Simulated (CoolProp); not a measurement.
1,2-dichloroethane along the isotherm 218.85 °C: fugacity coefficient from the reference equation and from simpler models built on Tc = 288.4 °C, pc = 5226 kPa, ω = 0.269; each cubic takes its own stable root.

Values from CoolProp's reference Helmholtz-energy equation of state, Thol 2015.

```
p (kPa)   phase  reference
-------  ------  ---------
41.3        gas     0.9958
60.6        gas     0.9938
89          gas     0.9909
131         gas     0.9866
192         gas     0.9804
281         gas     0.9714
413         gas     0.9580
606         gas     0.9384
890         gas     0.9097
1310        gas     0.8673
1920        gas     0.8051
2810     liquid     0.5717
4130     liquid     0.4030
6060     liquid     0.2891
8900     liquid     0.2121
13100    liquid     0.1605
```

Problem. How far does each simpler model (van der Waals, Redlich-Kwong, Soave-Redlich-Kwong, Peng-Robinson) lie from the reference over these 16 states: mean and median of the absolute difference, and the worst?

Solution. 
- van der Waals: mean 17.1 %, median 1.9 %, worst +67.9 % at 218.85 °C and 13100 kPa
- Redlich-Kwong: mean 6.4 %, median 0.6 %, worst +23.4 % at 218.85 °C and 13100 kPa
- Soave-Redlich-Kwong: mean 1.7 %, median 0.2 %, worst +7.7 % at 218.85 °C and 13100 kPa
- Peng-Robinson: mean 0.4 %, median 0.3 %, worst +1.1 % at 218.85 °C and 13100 kPa

At some of these states van der Waals gives the other phase, because its saturation line lies elsewhere.
